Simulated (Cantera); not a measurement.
Input (Python, Cantera):

```python
import numpy as np
import cantera as ct

gas = ct.Solution("gri30.yaml")
gas.TPX = 625, 720000, {'H2': 1, 'O2': 0.847, 'N2': 7.8}
inlet = ct.Reservoir(gas, clone=True)
gas.equilibrate("HP")  # start burning
reactor = ct.IdealGasConstPressureReactor(gas, energy="on", clone=False)
exhaust = ct.Reservoir(gas, clone=True)
tau = [0.13, 0.048, 0.018, 0.0067, 0.0025, 0.00093, 0.00035, 0.00013, 4.8e-05, 1.8e-05, 6.8e-06][0]
for a, b in ((inlet, reactor), (reactor, exhaust)):
    ct.MassFlowController(a, b, mdot=lambda t: reactor.mass / tau)
net = ct.ReactorNet([reactor])
show = ['H2', 'O2', 'N2O', 'H', 'NO', 'O', 'HO2']

rows = []
print(f"{'tau/s':>10s}{'T/K':>9s}" + "".join(f"{s:>11s}" for s in show))
for tau in [0.13, 0.048, 0.018, 0.0067, 0.0025, 0.00093, 0.00035, 0.00013, 4.8e-05, 1.8e-05, 6.8e-06]:
    net.initial_time = 0.0
    net.advance(30 * tau)
    before = gas.X
    net.advance(40 * tau)
    drift = np.max(np.abs(gas.X - before) / (gas.X + 1e-9))
    rows.append([gas.T, *gas[show].X, drift])
    print(f"{tau:10.3e}{gas.T:9.1f}" + "".join(f"{x:11.3e}" for x in gas[show].X))
```

Output:

```
     tau/s      T/K         H2         O2        N2O          H         NO          O        HO2
 1.300e-01   1418.5  7.694e-05  3.795e-02  1.160e-06  4.484e-07  5.227e-07  2.348e-06  3.732e-06
 4.800e-02   1417.7  1.644e-04  3.799e-02  1.609e-06  1.172e-06  5.847e-07  4.569e-06  7.672e-06
 1.800e-02   1416.3  3.432e-04  3.806e-02  1.876e-06  3.015e-06  5.906e-07  9.189e-06  1.497e-05
 6.700e-03   1413.6  7.004e-04  3.821e-02  1.855e-06  7.765e-06  5.412e-07  1.900e-05  2.733e-05
 2.500e-03   1408.4  1.369e-03  3.850e-02  1.619e-06  1.976e-05  4.839e-07  3.893e-05  4.552e-05
 9.300e-04   1398.9  2.592e-03  3.904e-02  1.283e-06  4.973e-05  4.711e-07  7.694e-05  6.945e-05
 3.500e-04   1381.1  4.897e-03  4.009e-02  9.209e-07  1.202e-04  5.190e-07  1.396e-04  9.888e-05
 1.300e-04   1327.1  1.228e-02  4.361e-02  4.626e-07  2.533e-04  4.205e-07  1.846e-04  1.496e-04
 4.800e-05    625.0  1.037e-01  8.780e-02 -8.986e-21  2.154e-19 -1.880e-21  6.870e-21  3.096e-16
 1.800e-05    625.0  1.037e-01  8.780e-02 -1.441e-24  2.149e-19 -3.024e-25  5.552e-21  1.168e-16
 6.800e-06    625.0  1.037e-01  8.780e-02 -7.727e-27  2.136e-19 -1.874e-27  3.681e-21  4.443e-17
```

Cantera simulation using GRI-Mech 3.0 (53 species, 325 reactions); the numbers are that mechanism's predictions, not measurements. The hydrogen kinetics of GRI-Mech 3.0 are dated; newer H2 mechanisms differ, most at raised pressure.
